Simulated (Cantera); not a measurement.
Feed: 1 mol NH3, 0.035 mol H2O, equilibrated at 1450 °C and 16500 Torr.

Method: chemical equilibrium by Gibbs-energy minimisation in Cantera with the NASA 1993 tables (ideal gas, pure condensed phases). Candidate condensed phases: H2O; 24 gas species. Kinetics and transport are ignored.

Base state: H2 0.737, N2 0.246, H2O 0.0172, NH3 0.000238, H 3.34e-5 (mole fractions); condensed: gas only.

Q: What changes in the equilibrium state with this change: NH3 replaced by HF?

A: 
| species | before | after |
|---|---|---|
| HF | 0 | 0.966 |
| H2O | 0.0172 | 0.0338 |
| H2F2 | 0 | 0.000202 |
| H2 | 0.737 | 4.27e-5 |
| N2 | 0.246 | 0 |
| NH3 | 0.000238 | 0 |
| O2 | <1e-9 | 1.85e-5 |
| OH | 4.28e-8 | 1.10e-5 |
| H | 3.34e-5 | 2.54e-7 |

Q: What changes in the equilibrium state with this change: pressure from 16500 Torr to 0.105 Torr?

A: 
```tsv
species	before	after
H2	0.737	0.726
N2	0.246	0.244
H2O	0.0172	0.0171
H	3.34e-5	0.0131
NH3	0.000238	1.48e-9
OH	4.28e-8	1.70e-5
```
